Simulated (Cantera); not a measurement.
A perfectly stirred reactor is fed with CH4 : O2 : N2 : CO2 = 1 : 3.39 : 16 : 4.8 (molar parts), at 10.0 bar; it is adiabatic with a 575 K inlet, and is followed from long to short residence time, starting on the burning branch (τ in s: 0.086, 0.03, 0.011, 0.0037, 0.0013, 0.00046, 0.00016, 5.6e-05, 2e-05).

Detailed kinetics in Cantera: GRI-Mech 3.0 (53 species, 325 reactions).

Predict: blow-out, bracketed by the residence times tried; x(CH4) at τ = 86.0 ms; x(O2) at τ = 86.0 ms; x(CO2) at τ = 86.0 ms; x(HCO) at τ = 86.0 ms; x(CH4) at τ = 1.30 ms; x(O2) at τ = 1.30 ms; x(CO2) at τ = 1.30 ms.


```json
{
 "blow_out_bracketed_by_the_residence_times_tried": "burning at 11.0 ms, out at 3.70 ms",
 "x(CH4) at τ = 86.0 ms": "0.000133",
 "x(O2) at τ = 86.0 ms": "0.0560",
 "x(CO2) at τ = 86.0 ms": "0.229",
 "x(HCO) at τ = 86.0 ms": "3.50e-9",
 "x(CH4) at τ = 1.30 ms": "0.0397",
 "x(O2) at τ = 1.30 ms": "0.135",
 "x(CO2) at τ = 1.30 ms": "0.191"
}
```
